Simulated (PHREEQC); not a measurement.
A solution holds 180 mmol/kgw H2SO4, 110 mmol/kgw FeSO4 and 15 mmol/kgw MgSO4, at 28 °C. Closed to the air; pH follows from the charge balance.

Computed with PHREEQC (Pitzer model, pitzer.dat).

| Quantity | Result |
|---|---|
| pH | 0.89 |
| ionic strength | 0.697 mol/kgw |
| activity of water | 0.991 |
| specific conductance | 70700 µS/cm |
| density | 1.025 g/cm³ |
| osmotic coefficient | 0.792 |
| total alkalinity | -360 meq/kg |

```tsv
species	molality	activity	log γ
H+	0.189	0.128	-0.170
HSO4-	0.171	0.134	-0.108
SO4-2	0.134	0.0101	-1.122
Fe+2	0.110	0.0243	-0.657
Mg+2	0.0150	0.00304	-0.693
```

This is a speciation only: nothing precipitates in the calculation. Species that the database lacks are ignored.
